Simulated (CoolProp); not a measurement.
Vapour-liquid equilibrium of n-pentane (1) + toluene (2) at 44.05 °C; x and y are mole fractions of (1).

Model: multi-fluid Helmholtz-energy mixture model, Thol 2019 and Lemmon 2006; pair parameters Bell 2016, in CoolProp.

```json
[
 {"x": "0.05", "bubble pressure, mixture model (MPa)": "[?]", "bubble pressure, Raoult's law (MPa)": "0.01561", "y, mixture model": "0.527", "y, Raoult's law": "0.423"},
 {"x": "0.2", "bubble pressure, mixture model (MPa)": "0.04345", "bubble pressure, Raoult's law (MPa)": "0.03399", "y, mixture model": "[?]", "y, Raoult's law": "0.777"},
 {"x": "0.35", "bubble pressure, mixture model (MPa)": "0.06267", "bubble pressure, Raoult's law (MPa)": "0.05238", "y, mixture model": "[?]", "y, Raoult's law": "0.882"},
 {"x": "0.5", "bubble pressure, mixture model (MPa)": "[?]", "bubble pressure, Raoult's law (MPa)": "0.07076", "y, mixture model": "[?]", "y, Raoult's law": "0.933"},
 {"x": "0.65", "bubble pressure, mixture model (MPa)": "[?]", "bubble pressure, Raoult's law (MPa)": "0.08915", "y, mixture model": "0.953", "y, Raoult's law": "0.963"},
 {"x": "0.8", "bubble pressure, mixture model (MPa)": "[?]", "bubble pressure, Raoult's law (MPa)": "0.1075", "y, mixture model": "0.974", "y, Raoult's law": "0.982"},
 {"x": "0.95", "bubble pressure, mixture model (MPa)": "[?]", "bubble pressure, Raoult's law (MPa)": "0.1259", "y, mixture model": "0.994", "y, Raoult's law": "0.996"}
]
```

### Question
Fill in the missing entries.

### Answer

- 0.05, bubble pressure, mixture model (MPa): 0.01919
- 0.2, y, mixture model: 0.817
- 0.35, y, mixture model: 0.891
- 0.5, bubble pressure, mixture model (MPa): 0.07907
- 0.5, y, mixture model: 0.928
- 0.65, bubble pressure, mixture model (MPa): 0.09427
- 0.8, bubble pressure, mixture model (MPa): 0.1096
- 0.95, bubble pressure, mixture model (MPa): 0.1261

The largest gap from Raoult's law is +27.8 % in bubble pressure, at x = 0.2. No azeotrope shows between x = 0.05 and 0.95.

The pair parameters rest on a limited set of measurements; away from them the model extrapolates.
